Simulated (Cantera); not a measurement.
Mixture: C₃H₈ : O₂ : N₂ = 1 : 10.6 : 30.9 (molar parts), equivalence ratio 0.47, at 35.5 atm, adiabatic and at constant pressure. Ignition delay is the time to a rise of 400 K.

Cantera simulation using GRI-Mech 3.0 (53 species, 325 reactions); the numbers are that mechanism's predictions, not measurements. GRI-Mech 3.0 was tuned for natural gas; its chemistry of propane as a main component is partial and can be far from experiment. The pressure lies above the range GRI-Mech 3.0 was tuned for (to about 10 atm).

Q: What does this change do: C3H8 1 to 0.65 parts?

A: 
| quantity | before | after |
|---|---|---|
| delay at 1300 K | 0.107 ms | 0.112 ms |
| delay at 1350 K | 54.1 µs | 57.7 µs |
| delay at 1400 K | 28.5 µs | 31.1 µs |
| delay at 1450 K | 15.8 µs | 17.6 µs |
| delay at 1500 K | 9.16 µs | 10.4 µs |
| delay at 1550 K | 5.59 µs | 6.46 µs |
| apparent activation energy between 1450 and 1550 K | 190 kJ/mol | 190 kJ/mol |

Q: What does this change do: constant volume in place of constant pressure?

A: 
```json
[
 {"quantity": "delay at 1300 K", "before": "0.107 ms", "after": "0.100 ms"},
 {"quantity": "delay at 1350 K", "before": "54.1 µs", "after": "50.0 µs"},
 {"quantity": "delay at 1400 K", "before": "28.5 µs", "after": "26.0 µs"},
 {"quantity": "delay at 1450 K", "before": "15.8 µs", "after": "14.2 µs"},
 {"quantity": "delay at 1500 K", "before": "9.16 µs", "after": "8.17 µs"},
 {"quantity": "delay at 1550 K", "before": "5.59 µs", "after": "4.94 µs"},
 {"quantity": "apparent activation energy between 1450 and 1550 K", "before": "190 kJ/mol", "after": "200 kJ/mol"}
]
```

Q: What does this change do: O2 10.6 to 4.6 parts?

A: 
| quantity | before | after |
|---|---|---|
| delay at 1300 K | 0.107 ms | 0.187 ms |
| delay at 1350 K | 54.1 µs | 90.7 µs |
| delay at 1400 K | 28.5 µs | 46.1 µs |
| delay at 1450 K | 15.8 µs | 24.7 µs |
| delay at 1500 K | 9.16 µs | 14.0 µs |
| delay at 1550 K | 5.59 µs | 8.42 µs |
| apparent activation energy between 1450 and 1550 K | 190 kJ/mol | 200 kJ/mol |
